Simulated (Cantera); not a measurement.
## Chlorosilane synthesis and conversion: Si + HCl + H₂

A closed system holds: 1 mol Si, 0.8 mol HCl, 3.8 mol H₂, held at 338 Torr.

Cantera equilibrium calculation (NASA polynomials, part measured and part estimated; ideal gas, pure solids and liquids). Candidate condensed phases: Si; 19 gas species. The tables' values for SiCl₃ are old estimates; treat these amounts as uncertain. Equilibrium is a limit: real reactors are often held back by kinetics, nucleation or transport.

```csv
T (K),log p H₂,log p HCl,log p SiCl₂,log p SiCl₄,log p SiHCl₃,n Si(s)
600,-0.37,-4.81,-9.61,-1.89,-2.01,0.774
750,-0.37,-3.56,-6.81,-1.88,-2.03,0.776
900,-0.37,-2.73,-4.96,-1.88,-2.06,0.781
1050,-0.37,-2.16,-3.67,-1.91,-2.11,0.793
1200,-0.38,-1.76,-2.76,-2.03,-2.23,0.814
1350,-0.40,-1.51,-2.17,-2.36,-2.49,0.828
1500,-0.41,-1.40,-1.89,-3.00,-2.98,0.827
1650,-0.41,-1.38,-1.80,-3.77,-3.58,0.822
```
log p: log10 of the partial pressure in bar; n: condensed amount in mol.

From 600 K to 1650 K the condensed part is Si(s). The main Si-bearing gas is SiCl₄ at 600 K and SiCl₂ at 1650 K. The share of Si in condensed phases is highest at 1350 K (82.8 %) and lowest at 600 K (77.4 %).
